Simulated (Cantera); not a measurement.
Thermodynamics of fluorocarbon and chlorocarbon gases, feed CHF₃ + F₂

Feed: 1 mol CHF₃, 0.37 mol F₂, at 2.70 Pa.

These are equilibrium values from Cantera (NASA tables, ideal gas, pure condensed phases), not measurements of a reactor. Candidate condensed phases: C, C₆H₆, C₇H₈, C₈H₁₈; 110 gas species. Ions and electrons are included (thermal ionisation). Kinetics and transport are ignored.

From 3000 K to 5000 K nothing is condensed. The main C-bearing gas is C throughout.

```
T (K)    x F    x H    x C      x HF      x C₂
-----  -----  -----  -----  --------  --------
3000   0.655  0.163  0.145    0.0187   0.00705
3500   0.651  0.174  0.174  0.000650  0.000302
4000   0.651  0.174  0.174   4.98e-5   2.18e-5
4500   0.651  0.174  0.173   6.68e-6   2.78e-6
5000   0.649  0.173  0.169   1.32e-6   5.13e-7
```
x: gas mole fraction; nothing condenses.
